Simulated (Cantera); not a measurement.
**Adiabatic ignition**

An adiabatic, constant-volume homogeneous reactor starts with 6.55 % CH4, 2.62 % H2, 7.60 % O2, 83.2 % N2, equivalence ratio 1.9, at 1298 K and 750 Torr.

Model: GRI-Mech 3.0 (53 species, 325 reactions), integrated in Cantera.

```json
[
 {"t (s)": "1.00e-6", "T (K)": "1298", "P (bar)": "1.00", "x CH4": "0.0655", "x H2": "0.0262", "x O2": "0.0760", "x NO2": "<1e-12", "x HCO": "<1e-12", "x CH2O": "<1e-12", "x HO2": "2.03e-9"},
 {"t (s)": "2.68e-6", "T (K)": "1298", "P (bar)": "1.00", "x CH4": "0.0655", "x H2": "0.0262", "x O2": "0.0760", "x NO2": "<1e-12", "x HCO": "<1e-12", "x CH2O": "5.10e-12", "x HO2": "5.45e-9"},
 {"t (s)": "7.20e-6", "T (K)": "1298", "P (bar)": "1.00", "x CH4": "0.0655", "x H2": "0.0262", "x O2": "0.0760", "x NO2": "<1e-12", "x HCO": "<1e-12", "x CH2O": "4.56e-11", "x HO2": "1.46e-8"},
 {"t (s)": "1.93e-5", "T (K)": "1298", "P (bar)": "1.00", "x CH4": "0.0655", "x H2": "0.0262", "x O2": "0.0760", "x NO2": "<1e-12", "x HCO": "<1e-12", "x CH2O": "3.89e-10", "x HO2": "3.91e-8"},
 {"t (s)": "5.18e-5", "T (K)": "1298", "P (bar)": "1.000", "x CH4": "0.0655", "x H2": "0.0262", "x O2": "0.0760", "x NO2": "<1e-12", "x HCO": "<1e-12", "x CH2O": "3.34e-9", "x HO2": "1.04e-7"},
 {"t (s)": "0.000139", "T (K)": "1298", "P (bar)": "1.000", "x CH4": "0.0655", "x H2": "0.0262", "x O2": "0.0760", "x NO2": "<1e-12", "x HCO": "<1e-12", "x CH2O": "3.48e-8", "x HO2": "2.71e-7"},
 {"t (s)": "0.000373", "T (K)": "1298", "P (bar)": "1.00", "x CH4": "0.0655", "x H2": "0.0262", "x O2": "0.0760", "x NO2": "<1e-12", "x HCO": "3.77e-12", "x CH2O": "7.17e-7", "x HO2": "7.62e-7"},
 {"t (s)": "0.00100", "T (K)": "1300", "P (bar)": "1.00", "x CH4": "0.0652", "x H2": "0.0261", "x O2": "0.0758", "x NO2": "<1e-12", "x HCO": "2.68e-9", "x CH2O": "4.57e-5", "x HO2": "2.52e-6"},
 {"t (s)": "0.00268", "T (K)": "1318", "P (bar)": "1.01", "x CH4": "0.0628", "x H2": "0.0257", "x O2": "0.0743", "x NO2": "<1e-12", "x HCO": "3.66e-8", "x CH2O": "0.000372", "x HO2": "1.00e-5"},
 {"t (s)": "0.00720", "T (K)": "2108", "P (bar)": "1.71", "x CH4": "0.000565", "x H2": "0.0704", "x O2": "2.09e-7", "x NO2": "4.54e-11", "x HCO": "4.33e-8", "x CH2O": "1.69e-6", "x HO2": "1.38e-10"},
 {"t (s)": "0.0193", "T (K)": "2103", "P (bar)": "1.71", "x CH4": "6.00e-6", "x H2": "0.0767", "x O2": "1.77e-7", "x NO2": "1.42e-10", "x HCO": "1.68e-8", "x CH2O": "1.68e-8", "x HO2": "1.11e-10"},
 {"t (s)": "0.0518", "T (K)": "2103", "P (bar)": "1.71", "x CH4": "3.09e-11", "x H2": "0.0767", "x O2": "1.92e-7", "x NO2": "1.09e-10", "x HCO": "1.72e-8", "x CH2O": "2.77e-9", "x HO2": "1.21e-10"},
 {"t (s)": "0.139", "T (K)": "2104", "P (bar)": "1.71", "x CH4": "2.27e-11", "x H2": "0.0767", "x O2": "1.93e-7", "x NO2": "5.20e-11", "x HCO": "1.72e-8", "x CH2O": "2.77e-9", "x HO2": "1.21e-10"},
 {"t (s)": "0.373", "T (K)": "2104", "P (bar)": "1.71", "x CH4": "2.14e-11", "x H2": "0.0767", "x O2": "1.93e-7", "x NO2": "2.52e-11", "x HCO": "1.73e-8", "x CH2O": "2.77e-9", "x HO2": "1.22e-10"},
 {"t (s)": "1.00", "T (K)": "2104", "P (bar)": "1.71", "x CH4": "2.12e-11", "x H2": "0.0767", "x O2": "1.93e-7", "x NO2": "1.81e-11", "x HCO": "1.73e-8", "x CH2O": "2.77e-9", "x HO2": "1.22e-10"}
]
```
x: mole fraction; the columns are a selection and need not sum to one.

| Property | Result |
|---|---|
| time of steepest temperature rise | 5.70 ms |
| temperature at 1.00 s | 2104 K |
| equilibrium temperature | 2104 K |
| x(CH4) at 1.00 s | 2.12e-11 (gas-phase equilibrium 2.43e-11) |
| x(H2) at 1.00 s | 0.0767 (gas-phase equilibrium 0.0767) |
| x(O2) at 1.00 s | 1.93e-7 (gas-phase equilibrium 1.93e-7) |
